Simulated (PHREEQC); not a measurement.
# Silver or lead bath: an equilibrium model

A solution holds 0.0071 mol/kgw Pb(NO3)2, at 35 °C. Closed to the air; pH follows from the charge balance.

The numbers come from PHREEQC with the ion-association model, wateq4f.dat.

```
Quantity                Result
--------------  --------------
pH                        5.02
ionic strength  0.0199 mol/kgw
```

```csv
species,molality,activity,log γ
NO3-,0.0135,0.0116,-0.064
Pb+2,0.00637,0.00363,-0.244
PbNO3+,0.000719,0.000624,-0.061
H+,1.07e-5,9.51e-6,-0.052
PbOH+,8.56e-6,7.44e-6,-0.061
Pb2OH+3,2.14e-6,6.05e-7,-0.549
OH-,2.50e-9,2.16e-9,-0.063
```

No solid was allowed to form.
